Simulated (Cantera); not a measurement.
Charge: 1 mol Cr, 17 mol H2O, equilibrated at 1827 °C and 0.128 Torr.

Cantera equilibrium calculation (NASA polynomials, part measured and part estimated; ideal gas, pure solids and liquids). Candidate condensed phases: Cr, Cr2O3, H2O; 13 gas species. Kinetics and transport are ignored.

Q: What is the equilibrium state?

A: 
```
Item                                  Value
--------------------------------  ---------
x(H2O)                                0.613
x(H2)                                 0.143
x(H)                                 0.0905
x(OH)                                0.0461
x(O2)                                0.0378
x(CrO2)                              0.0258
x(O)                                 0.0207
x(CrO)                               0.0173
x(Cr)                               0.00537
gas amount                        20.61 mol
log10 activity of Cr(s) (absent)      -3.56
```
